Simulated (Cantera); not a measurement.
# Silicon etching in halogen gases: Si + HBr

Charge: 1 mol Si, 2.3 mol HBr, equilibrated at 10000 Pa.

Method: chemical equilibrium by Gibbs-energy minimisation in Cantera with the NASA 1993 tables (ideal gas, pure condensed phases). Candidate condensed phases: Br2, Si; 19 gas species. The tables' values for SiBr3 are old estimates; treat these amounts as uncertain. Kinetics and transport are ignored.

| T (°C) | log p H2 | log p SiBr4 | log p HBr | log p SiHBr3 | log p SiBr2 | n Si(s) |
|---|---|---|---|---|---|---|
| 525 | -1.18 | -1.49 | -3.21 | -2.78 | -5.50 | 0.420 |
| 575 | -1.18 | -1.50 | -2.97 | -2.76 | -4.91 | 0.422 |
| 625 | -1.19 | -1.50 | -2.75 | -2.75 | -4.40 | 0.424 |
| 675 | -1.19 | -1.51 | -2.55 | -2.74 | -3.94 | 0.427 |
| 725 | -1.20 | -1.52 | -2.38 | -2.73 | -3.53 | 0.431 |
| 775 | -1.21 | -1.53 | -2.23 | -2.74 | -3.16 | 0.435 |
| 825 | -1.22 | -1.55 | -2.09 | -2.75 | -2.83 | 0.437 |
log p: log10 of the partial pressure in bar; n: condensed amount in mol.

From 525 °C to 825 °C the condensed part is Si(s). The main Si-bearing gas is SiBr4 throughout. The share of Si in condensed phases is highest at 825 °C (43.7 %) and lowest at 525 °C (42.0 %).
